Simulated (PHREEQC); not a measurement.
Dissolve 0.23 mol ZnCl2, 0.079 mol NaOH and 0.0019 mol H2SO4 per kg of water at 90 °C. Closed to the air; pH follows from the charge balance.

The numbers come from PHREEQC with the ion-association model, wateq4f.dat.

Precipitation was switched off in this run.

Question: Order these Cl species by the share of Cl that they hold, largest first: ZnCl+, ZnCl3-, ZnCl2, ZnCl4-2, Cl-.

Answer: Cl- (67 %), ZnCl+ (19 %), ZnCl2 (5.6 %), ZnCl3- (4.3 %), ZnCl4-2 (2.8 %)

Question: Order these Zn species by the share of Zn that they hold, largest first: Zn+2, ZnOH+, ZnCl3-, ZnCl2, ZnCl+.

Answer: ZnCl+ (38 %), ZnOH+ (30 %), Zn+2 (19 %), ZnCl2 (5.6 %), ZnCl3- (2.9 %)

The pH is 7.88 and the ionic strength 0.373 mol/kgw. The solution is supersaturated, for example in Zincite(c) (slow to form), so a real one may precipitate; this is no full list. Complexes and solids missing from the database can't appear. Constants without temperature data keep their 25 °C values here.
